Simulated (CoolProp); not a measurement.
Vapour-liquid equilibrium of p-xylene (1) + n-nonane (2) at 0.0941 MPa; x and y are mole fractions of (1).

Values from CoolProp's multi-fluid Helmholtz-energy mixture model, Zhou 2012 and Lemmon 2006; pair parameters Bell 2016.

```csv
x,"bubble temperature, mixture model (°C)","bubble temperature, Raoult's law (°C)","y, mixture model","y, Raoult's law"
0.05,147.1,147.3,0.070,0.068
0.2,144.8,145.2,0.259,0.258
0.35,142.8,143.2,0.426,0.429
0.5,141.0,141.3,0.576,0.583
0.65,139.3,139.5,0.715,0.723
0.8,137.7,137.8,0.844,0.849
0.95,136.1,136.1,0.963,0.964
```

The largest gap from Raoult's law is -0.4 K in bubble temperature, at x = 0.35. No azeotrope shows between x = 0.05 and 0.95.

Pair parameters are fitted to limited data, so mixtures are less certain than the pure fluids.
